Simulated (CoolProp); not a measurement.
Vapour-liquid equilibrium of isobutene (1) + n-butane (2) at 245.8 K; x and y are mole fractions of (1).

Values from CoolProp's multi-fluid Helmholtz-energy mixture model, Lemmon 2005 and Bücker 2006; pair parameters Bell 2016.

```tsv
x	bubble pressure, mixture model (MPa)	bubble pressure, Raoult's law (MPa)	y, mixture model	y, Raoult's law
0.05	0.03277	0.03262	?	0.065
0.2	0.03462	0.03415	?	0.248
0.35	0.03629	0.03568	?	0.415
0.5	0.03781	0.03722	0.566	0.569
0.65	?	0.03875	0.704	0.710
0.8	?	0.04028	0.835	0.841
0.95	?	0.04182	0.960	0.962
```

Question: Complete the blanks.

Answer: 
- 0.05, y, mixture model: 0.069
- 0.2, y, mixture model: 0.254
- 0.35, y, mixture model: 0.417
- 0.65, bubble pressure, mixture model (MPa): 0.03924
- 0.8, bubble pressure, mixture model (MPa): 0.04060
- 0.95, bubble pressure, mixture model (MPa): 0.04190

The largest gap from Raoult's law is +1.7 % in bubble pressure, at x = 0.35. No azeotrope shows between x = 0.05 and 0.95.

The pair parameters rest on a limited set of measurements; away from them the model extrapolates.
